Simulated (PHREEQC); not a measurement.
PHREEQC input (ion-association model, phreeqc.dat):

```
SOLUTION 1
  temp 25
  units mol/kgw
  pH 7 charge
  Cl 0.37
  Na 0.37
END
SELECTED_OUTPUT 1
  -reset false
  -pH true
  -pe true
  -ionic_strength true
  -water true
  -totals Cl Na Hdg Ntg
  -molalities H+ Na+ Cl- OH- NaOH
  -saturation_indices Halite
USER_PUNCH 1
  -headings p_Hdg(g) phi_Hdg(g) p_Ntg(g) phi_Ntg(g) p_H2O(g) phi_H2O(g) density
  10 PUNCH PR_P("Hdg(g)"), PR_PHI("Hdg(g)"), PR_P("Ntg(g)"), PR_PHI("Ntg(g)"), PR_P("H2O(g)"), PR_PHI("H2O(g)"), RHO
PRINT
  -reset false
USE solution 1
REACTION_TEMPERATURE 1
  60
GAS_PHASE 1
  -fixed_pressure
  -pressure 2
  -temperature 60
  -volume 20
  Hdg(g) 1.62
  Ntg(g) 0.38
  H2O(g) 0
END
# ... the last block is repeated for the other 12 points of P (atm)
```

Selected output (columns that matter, 13 of 13 rows; P (atm) added in front):

```
P (atm)	pH	mu	Cl	Na	Hdg	Ntg	si_Halite	p_Hdg(g)	phi_Hdg(g)	p_Ntg(g)	phi_Ntg(g)	p_H2O(g)	phi_H2O(g)	density
2	6.4718	0.37106	0.37106	0.37106	0.00097449	0.00015253	-2.7925	1.462	1.0007	0.34302	1.0003	0.19501	0.9911	0.99757
5	6.4714	0.371	0.371	0.371	0.0025869	0.00040451	-2.7929	3.8901	1.0014	0.91277	1.0001	0.19709	0.9826	0.99765
10	6.4706	0.371	0.371	0.371	0.0052578	0.00082084	-2.7934	7.9371	1.0028	1.8623	0.99998	0.20054	0.96887	0.9978
20	6.4689	0.37102	0.37102	0.37102	0.010539	0.0016402	-2.7944	16.031	1.0057	3.7615	0.99997	0.20753	0.94246	0.99809
30	6.4673	0.37105	0.37105	0.37105	0.015742	0.0024425	-2.7954	24.125	1.0087	5.6606	1.0002	0.21461	0.91737	0.99838
40	6.4656	0.37108	0.37108	0.37108	0.020867	0.0032285	-2.7964	32.218	1.0117	7.5597	1.0006	0.22179	0.89351	0.99868
50	6.464	0.37111	0.37111	0.37111	0.025917	0.0039989	-2.7973	40.312	1.0148	9.4588	1.0012	0.22908	0.87081	0.99898
75	6.4599	0.37119	0.37119	0.37119	0.038225	0.005861	-2.7996	60.546	1.0229	14.206	1.0036	0.24768	0.81874	0.99972
100	6.4558	0.37127	0.37127	0.37127	0.050099	0.0076393	-2.8019	80.779	1.0314	18.954	1.007	0.26681	0.77261	1.0005
150	6.4474	0.37143	0.37143	0.37143	0.072637	0.010977	-2.8063	121.24	1.0496	28.449	1.0171	0.30638	0.69518	1.002
200	6.439	0.37159	0.37159	0.37159	0.093693	0.014065	-2.8105	161.71	1.0693	37.943	1.031	0.34735	0.63349	1.0035
300	6.422	0.37189	0.37188	0.37188	0.13188	0.019651	-2.8183	242.64	1.1129	56.932	1.0686	0.43196	0.54354	1.0066
400	6.4048	0.37215	0.37215	0.37215	0.16553	0.024627	-2.8255	323.56	1.1618	75.92	1.1179	0.51812	0.48331	1.0097
```

Away from 25 °C the constants follow the database's enthalpies or fits; those with neither stay at their 25 °C values.
